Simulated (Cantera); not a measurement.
A closed system holds: 1 mol Fe(CO)5, 1.7 mol O2, 44 mol H2, at 1177 °C and 120 Torr.

These are equilibrium values from Cantera (NASA tables, ideal gas, pure condensed phases), not measurements of a reactor. Candidate condensed phases: C, C6H6, C7H8, C8H18, Fe, Fe(CO)5, FeO, Fe(OH)2, Fe(OH)3, Fe2O3, Fe3O4, H2O; 114 gas species. Kinetics and transport are ignored.

Base state: H2 0.832, CO 0.0987, H2O 0.0661, CO2 0.00330, H 2.16e-5 (mole fractions); condensed: Fe(γ).

Question: What changes in the equilibrium state with this change: Fe(CO)5 replaced by Pb?

Answer: 
| species | before | after |
|---|---|---|
| H2 | 0.832 | 0.902 |
| H2O | 0.0661 | 0.0756 |
| Pb | 0 | 0.0222 |
| CO | 0.0987 | 0 |
| CO2 | 0.00330 | 0 |
| H | 2.16e-5 | 2.25e-5 |
| Fe(γ), mol | 1.000 | 0 |
Further candidate phases: Pb, PbO, PbO2, Pb3O4.

Question: What changes in the equilibrium state with this change: H2 from 44 to 58 mol?

Answer: 
| species | before | after |
|---|---|---|
| H2 | 0.832 | 0.869 |
| CO | 0.0987 | 0.0774 |
| H2O | 0.0661 | 0.0520 |
| CO2 | 0.00330 | 0.00195 |
| H | 2.16e-5 | 2.20e-5 |
| Fe(γ), mol | 1.000 | 1.000 |

Question: What changes in the equilibrium state with this change: temperature from 1177 °C to 677 °C?

Answer: 
```json
[
 {"species": "H2", "before": "0.832", "after": "0.836"},
 {"species": "CO", "before": "0.0987", "after": "0.0878"},
 {"species": "H2O", "before": "0.0661", "after": "0.0616"},
 {"species": "CO2", "before": "0.00330", "after": "0.0116"},
 {"species": "CH4", "before": "1.81e-7", "after": "0.00333"},
 {"species": "H", "before": "2.16e-5", "after": "1.27e-9"},
 {"species": "Fe(γ), mol", "before": "1.000", "after": "0"},
 {"species": "Fe(α), mol", "before": "0", "after": "1.00"}
]
```
